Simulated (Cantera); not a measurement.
A closed system holds: 1 mol Si, a varied amount of HCl, 1.6 mol N₂, at 1325 K and 1330 Pa.

These are equilibrium values from Cantera (NASA tables, ideal gas, pure condensed phases), not measurements of a reactor. Candidate condensed phases: NH₄Cl, Si, Si₃N₄; 28 gas species. N₂ is the only nitrogen source here; it is nearly inert below about 1500 K, so the nitride shown seldom forms there in practice. The tables' values for SiCl₃ are old estimates; treat these amounts as uncertain. Rates play no part.

x: gas mole fraction; n: condensed amount in mol.

| n(HCl) (mol) | x HCl | x N₂ | x H₂ | x SiCl₄ | x SiCl₃ | x SiCl₂ | n Si₃N₄(s) |
|---|---|---|---|---|---|---|---|
| 1.1 | 0.329 | 0.503 | 0.108 | 0.0439 | 0.00778 | 0.00749 | (withheld) |
| 1.8 | 0.385 | 0.397 | 0.140 | 0.0573 | 0.00989 | 0.00926 | (withheld) |
| 2.8 | 0.424 | 0.315 | 0.167 | 0.0687 | 0.0118 | 0.0109 | (withheld) |
| 4.5 | 0.453 | 0.246 | 0.193 | 0.0791 | 0.0136 | 0.0128 | (withheld) |
| 7.1 | 0.470 | 0.197 | 0.213 | 0.0871 | 0.0152 | 0.0144 | (withheld) |
| 11 | 0.617 | 0.137 | 0.161 | 0.0711 | 0.00821 | 0.00514 | 0 |
| 18 | 0.757 | 0.0857 | 0.104 | 0.0481 | 0.00363 | 0.00149 | 0 |
| 29 | 0.846 | 0.0540 | 0.0660 | 0.0314 | 0.00170 | 0.000497 | 0 |

Problem. What belongs in the gaps?

Solution. 
- 1.1, n Si₃N₄(s): 0.293
- 1.8, n Si₃N₄(s): 0.263
- 2.8, n Si₃N₄(s): 0.219
- 4.5, n Si₃N₄(s): 0.142
- 7.1, n Si₃N₄(s): 0.0209
